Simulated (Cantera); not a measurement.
A closed system holds: 1 mol SiH₂Cl₂, 0.21 mol C₂H₂, 2.5 mol H₂, equilibrated at 92.0 mbar.

Cantera equilibrium calculation (NASA polynomials, part measured and part estimated; ideal gas, pure solids and liquids). Candidate condensed phases: C, C₆H₆, C₇H₈, C₈H₁₈, Si, SiC; 109 gas species. Mutual solubility and eutectic melting of coexisting phases are not modelled. Gases not in the tables: Si₂H₆ and higher silanes. The numbers say what is thermodynamically allowed, not how fast it happens.

Q: What share of the Si ends up in condensed phases as a function of T (K), at 900, 1000, 1100, 1200, 1300, 1400, 1500, 1600, 1700, 1800, 1900, 2000, 2100?

A: 
```tsv
T (K)	Si condensed (%)	as
900	47.5	Si(s) + SiC(s)
1000	48.6	Si(s) + SiC(s)
1100	50.2	Si(s) + SiC(s)
1200	51.0	Si(s) + SiC(s)
1300	49.5	Si(s) + SiC(s)
1400	45.5	Si(s) + SiC(s)
1500	42.0	SiC(s)
1600	42.0	SiC(s)
1700	42.0	SiC(s)
1800	42.0	SiC(s)
1900	42.0	SiC(s)
2000	43.4	Si(l) + SiC(s)
2100	44.3	Si(l) + SiC(s)
```
